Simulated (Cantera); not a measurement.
An adiabatic, constant-volume homogeneous reactor starts with CH4 : H2 : O2 : N2 = 1 : 0.16 : 1.3 : 7.28 (molar parts), equivalence ratio 1.6, at 1650 K and 330000 Pa.

Detailed kinetics in Cantera: GRI-Mech 3.0 (53 species, 325 reactions).

**Question.** Predict: time of steepest temperature rise; temperature at 6.00 s; equilibrium temperature; x(H2) at 6.00 s; x(O2) at 6.00 s; x(HO2) at 6.00 s; x(HCN) at 6.00 s.

**Answer.** 
- time of steepest temperature rise = 0.115 ms
- temperature at 6.00 s = 2868 K
- equilibrium temperature = 2868 K
- x(H2) at 6.00 s = 0.0719 (gas-phase equilibrium 0.0719)
- x(O2) at 6.00 s = 0.000388 (gas-phase equilibrium 0.000388)
- x(HO2) at 6.00 s = 5.17e-7 (gas-phase equilibrium 5.17e-7)
- x(HCN) at 6.00 s = 1.26e-7 (gas-phase equilibrium 1.26e-7)
